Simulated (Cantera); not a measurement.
What does this Cantera script print?

```python
import numpy as np
import cantera as ct

gas = ct.Solution("gri30.yaml")
gas.TPX = 475, 1000000, {'CH4': 1, 'O2': 3.03, 'N2': 11.4}
flame = ct.FreeFlame(gas, width=0.008)
flame.set_refine_criteria(ratio=3, slope=0.08, curve=0.16)
flame.transport_model = "mixture-averaged"
flame.solve(loglevel=0, auto=True)
z, T = flame.grid, flame.T
thick = (T[-1] - T[0]) / np.gradient(T, z).max()
show = ['CH4', 'O2', 'C2H', 'NO2', 'OH', 'H2O2']
print(f"laminar burning velocity  {flame.velocity[0] * 100:.3f} cm/s")
print(f"burnt temperature         {T[-1]:.1f} K")
print(f"thermal thickness         {thick * 1e3:.4f} mm")
print(f"grid points               {len(z)}")
z0 = z[flame.heat_release_rate.argmax()]
print(f"{'z/mm':>9s}{'T/K':>9s}{'u/(m/s)':>9s}" + "".join(f"{s:>11s}" for s in show))
rows = []
for k in (-3, -2, -1.5, -1, -0.5, -0.25, 0, 0.25, 0.5, 1, 2, 4, 8):
    zz = z0 + k * thick
    rows.append([k * thick, np.interp(zz, z, T), np.interp(zz, z, flame.velocity),
                 *(np.interp(zz, z, flame.X[gas.species_index(s)]) for s in show)])
    print(f"{rows[-1][0] * 1e3:9.3f}{rows[-1][1]:9.1f}{rows[-1][2]:9.3f}" + "".join(f"{x:11.3e}" for x in rows[-1][3:]))
```

It prints:

```
laminar burning velocity  13.265 cm/s
burnt temperature         1904.8 K
thermal thickness         0.1482 mm
grid points               133
     z/mm      T/K  u/(m/s)        CH4         O2        C2H        NO2         OH       H2O2
   -0.445    476.9    0.133  6.467e-02  1.962e-01  3.872e-27  1.014e-09  5.836e-13  1.667e-07
   -0.296    488.3    0.136  6.397e-02  1.954e-01  2.566e-24  9.902e-09  2.757e-11  1.315e-06
   -0.222    525.0    0.147  6.191e-02  1.927e-01  7.811e-22  4.792e-08  3.860e-10  5.321e-06
   -0.148    663.1    0.186  5.460e-02  1.818e-01  1.923e-18  2.252e-07  7.519e-09  2.099e-05
   -0.074   1067.9    0.301  3.352e-02  1.458e-01  2.353e-13  6.021e-07  9.910e-07  5.425e-05
   -0.037   1396.9    0.395  1.631e-02  1.139e-01  9.303e-11  3.960e-07  2.667e-05  2.385e-05
    0.000   1716.4    0.484  2.047e-03  8.170e-02  7.989e-09  6.839e-08  6.442e-04  2.951e-06
    0.037   1838.3    0.516  2.418e-05  7.033e-02  9.683e-10  3.523e-08  1.811e-03  8.981e-07
    0.074   1875.4    0.525  2.795e-07  6.807e-02  1.632e-11  3.740e-08  1.570e-03  5.642e-07
    0.148   1896.8    0.530  3.096e-10  6.713e-02  1.613e-13  3.042e-08  1.015e-03  2.822e-07
    0.296   1903.8    0.532  1.300e-13  6.693e-02  7.065e-15  2.048e-08  6.719e-04  1.603e-07
    0.593   1904.8    0.532  3.749e-14  6.691e-02  6.979e-16  1.966e-08  6.073e-04  1.420e-07
    1.185   1904.8    0.532  1.948e-14  6.691e-02  4.223e-17  2.259e-08  6.052e-04  1.414e-07
```

Model: GRI-Mech 3.0 (53 species, 325 reactions), integrated in Cantera. Burning velocities carry a grid error of a few per cent, more on coarse grids.
